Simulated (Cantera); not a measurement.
A perfectly stirred reactor is fed with 31.8 % CO, 3.50 % H₂, 13.6 % O₂, 51.2 % N₂, equivalence ratio 1.3, at 0.286 atm; it is adiabatic with a 525 K inlet, and is followed from long to short residence time, starting on the burning branch (τ in s: 0.12, 0.05, 0.02, 0.0083, 0.0034, 0.0014, 0.00056, 0.00023, 9.3e-05, 3.8e-05, 1.5e-05, 6.2e-06).

Detailed kinetics in Cantera: GRI-Mech 3.0 (53 species, 325 reactions).

x: mole fraction; the columns are a selection and need not sum to one.

| τ (s) | T (K) | x CO | x H₂ | x O₂ | x NO | x H₂O₂ | x N₂O | x OH |
|---|---|---|---|---|---|---|---|---|
| 0.12 | 2334 | 0.127 | 0.00308 | 0.0153 | 0.00282 | 1.14e-8 | 7.02e-8 | 0.00528 |
| 0.050 | 2239 | 0.136 | 0.00347 | 0.0202 | 0.00175 | 1.44e-8 | 5.54e-8 | 0.00595 |
| 0.020 | 2099 | 0.148 | 0.00401 | 0.0263 | 0.000628 | 2.38e-8 | 4.65e-8 | 0.00639 |
| 0.0083 | 1944 | 0.158 | 0.00450 | 0.0314 | 0.000217 | 4.41e-8 | 4.21e-8 | 0.00622 |
| 0.0034 | 1772 | 0.165 | 0.00475 | 0.0355 | 0.000123 | 8.71e-8 | 3.86e-8 | 0.00539 |
| 0.0014 | (withheld) | 0.172 | 0.00454 | (withheld) | (withheld) | (withheld) | 3.60e-8 | (withheld) |
| 0.00056 | 1380 | 0.190 | 0.00419 | 0.0503 | 3.38e-5 | 2.31e-7 | 3.49e-8 | 0.00255 |
| 0.00023 | 525 | 0.318 | 0.0350 | 0.136 | <1e-12 | <1e-12 | <1e-12 | <1e-12 |
| 9.3e-5 | 525 | 0.318 | 0.0350 | 0.136 | <1e-12 | <1e-12 | <1e-12 | <1e-12 |
| 3.8e-5 | 525 | 0.318 | 0.0350 | 0.136 | <1e-12 | <1e-12 | <1e-12 | <1e-12 |
| 1.5e-5 | 525 | 0.318 | 0.0350 | 0.136 | <1e-12 | <1e-12 | <1e-12 | <1e-12 |
| 6.2e-6 | 525 | 0.318 | 0.0350 | 0.136 | <1e-12 | <1e-12 | <1e-12 | <1e-12 |

Task: Complete the blanks.

Result: 
- 0.0014, T (K): 1590
- 0.0014, x O₂: 0.0394
- 0.0014, x NO: 8.09e-5
- 0.0014, x H₂O₂: 1.57e-7
- 0.0014, x OH: 0.00405
